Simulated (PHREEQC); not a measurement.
A column of 0.2 m (40 cells, dispersivity 0.007 m, 720 s a shift, diffusion coefficient 3e-10 m²/s) holds 0.08 eq of the database's cation exchanger X per kg of pore water, first in equilibrium with 26 mmol/kgw (NH4)2SO4, 19 mmol/kgw NaCl and 0.01 mmol/kgw HCl. It is flushed with 0.072 mol/kgw NH4Cl, 0.0014 mol/kgw Na2SO4 and 1e-05 mol/kgw HCl, at 25 °C. Values are for the last cell. The system is closed to CO2. No solid was allowed to form.

All values are PHREEQC results (ion-association model, phreeqc.dat), not measurements.

```
pore volumes  S in solution (mol/kgw)  Na in solution (mol/kgw)  Cl in solution (mol/kgw)  NH4 in solution (mol/kgw)  NaX on the exchanger (mol/kgw)
------------  -----------------------  ------------------------  ------------------------  -------------------------  ------------------------------
0                              0.0260                    0.0190                    0.0190                     0.0520                         0.00707
0.3125                         0.0260                    0.0190                    0.0190                     0.0520                         0.00707
0.4625                         0.0260                    0.0190                    0.0191                     0.0520                         0.00707
0.7625                         0.0215                    0.0191                    0.0288                     0.0526                         0.00696
0.9125                         0.0158                    0.0184                    0.0410                     0.0542                         0.00650
1.212                         0.00617                    0.0136                    0.0617                     0.0605                         0.00433
1.363                         0.00375                    0.0104                    0.0670                     0.0640                         0.00317
1.663                         0.00186                   0.00579                    0.0710                     0.0689                         0.00166
1.962                         0.00148                   0.00375                    0.0718                     0.0710                         0.00105
2.112                         0.00143                   0.00331                    0.0719                     0.0715                        0.000923
2.413                         0.00140                   0.00294                    0.0720                     0.0719                        0.000816
2.562                         0.00140                   0.00287                    0.0720                     0.0719                        0.000797
2.862                         0.00140                   0.00282                    0.0720                     0.0720                        0.000781
3.013                         0.00140                   0.00281                    0.0720                     0.0720                        0.000779
3.312                         0.00140                   0.00280                    0.0720                     0.0720                        0.000777
3.612                         0.00140                   0.00280                    0.0720                     0.0720                        0.000776
3.763                         0.00140                   0.00280                    0.0720                     0.0720                        0.000776
4.062                         0.00140                   0.00280                    0.0720                     0.0720                        0.000776
4.213                         0.00140                   0.00280                    0.0720                     0.0720                        0.000776
4.513                         0.00140                   0.00280                    0.0720                     0.0720                        0.000776
4.662                         0.00140                   0.00280                    0.0720                     0.0720                        0.000776
4.963                         0.00140                   0.00280                    0.0720                     0.0720                        0.000776
```

Species that the database lacks are ignored.
